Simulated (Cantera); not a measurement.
## Equilibrium for fluorocarbon and chlorocarbon gases: CH2F2

Input: 1 mol CH2F2, equilibrated at 1975 °C and 10.0 Torr.

Cantera equilibrium calculation (NASA polynomials, part measured and part estimated; ideal gas, pure solids and liquids). Candidate condensed phases: C, C6H6, C7H8, C8H18; 95 gas species. Equilibrium is a limit: real reactors are often held back by kinetics, nucleation or transport.

```yaml
x(HF): 0.995
x(F): 0.00260
x(H): 0.00157
x(H2): 0.000604
x(CF2): 7.22e-5
x(CF): 3.56e-5
x(C2H2 (acetylene)): 2.00e-6
n(C(graphite)): 1.000 mol
gas_amount: 2.004 mol
```
